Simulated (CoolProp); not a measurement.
Saturation properties of ethylene.

The numbers come from the reference Helmholtz-energy equation of state, Smukala 2000 in CoolProp.

```csv
T (K),p (bar),vapour density (kg/m³),liquid cp (kJ/(kg K))
215,8.053,14.72,2.646
220.4,9.696,17.69,2.705
225.8,11.57,21.13,2.775
231.1,13.65,25.04,2.858
236.5,16.03,29.67,2.962
241.9,18.70,35.06,3.092
247.2,21.63,41.26,3.256
252.6,24.93,48.73,3.479
258,28.59,57.72,3.793
263.4,32.62,68.80,4.275
```

It boils at 169.4 K under 1 atm.
